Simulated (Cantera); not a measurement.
**Si3N4 + O2 + H2 (nitride etching)**

A closed system holds: 1 mol Si3N4, 12 mol O2, a varied amount of H2, held at 1452 °C and 1.05 Torr.

Equilibrium computed with Cantera from the NASA thermochemical tables; the gas is ideal and each condensed phase is pure. Candidate condensed phases: H2O, Si, SiO2, Si2N2O, Si3N4; 35 gas species. The tables hold silica as quartz up to 1696 K and as liquid above; real silica turns to tridymite and cristobalite and melts near 1996 K. The numbers say what is thermodynamically allowed, not how fast it happens.

| n(H2) (mol) | x H2O | x O2 | x H2 | x N2 | x OH | x H | n SiO2(condensed) |
|---|---|---|---|---|---|---|---|
| 6.6 | 0.457 | 0.395 | 0.000505 | 0.139 | 0.00556 | 0.000112 | 3.00 |
| 8.6 | 0.557 | 0.304 | 0.000702 | 0.130 | 0.00575 | 0.000131 | 3.00 |
| 11 | 0.661 | 0.210 | 0.00100 | 0.120 | 0.00571 | 0.000157 | 3.00 |
| 13 | 0.737 | 0.141 | 0.00136 | 0.114 | 0.00546 | 0.000183 | 3.00 |
| 14 | 0.771 | 0.110 | 0.00162 | 0.110 | 0.00525 | 0.000200 | 3.00 |
| 16 | 0.835 | 0.0522 | 0.00254 | 0.105 | 0.00453 | 0.000250 | 3.00 |
| 18 | 0.884 | 0.00414 | 0.00954 | 0.0993 | 0.00247 | 0.000485 | 3.00 |
| 20 | 0.816 | 3.93e-5 | 0.0905 | 0.0908 | 0.000742 | 0.00149 | 3.00 |
| 22 | 0.749 | 9.85e-6 | 0.166 | 0.0832 | 0.000503 | 0.00202 | 3.00 |
| 24 | 0.691 | 4.38e-6 | 0.229 | 0.0768 | 0.000395 | 0.00238 | 3.00 |
| 26 | 0.642 | 2.46e-6 | 0.284 | 0.0713 | 0.000329 | 0.00264 | 3.00 |
| 28 | 0.599 | 1.58e-6 | 0.331 | 0.0665 | 0.000285 | 0.00286 | 2.99 |
| 30 | 0.561 | 1.09e-6 | 0.373 | 0.0624 | 0.000251 | 0.00303 | 2.99 |
x: gas mole fraction; n: condensed amount in mol.

From 6.6 mol H2 to 30 mol H2 the condensed part is SiO2(condensed).
